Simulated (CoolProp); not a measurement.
The numbers come from the reference Helmholtz-energy equation of state, Fiedler 2023 in CoolProp.

**Question.** For tetrahydrofuran, give the phase and the cv (kJ/(kg K)), fugacity coefficient at 118.25 °C and 0.925 MPa.

**Answer.** 
- 118.25 °C and 0.925 MPa: liquid; cv 1.52, fugacity coefficient 0.433
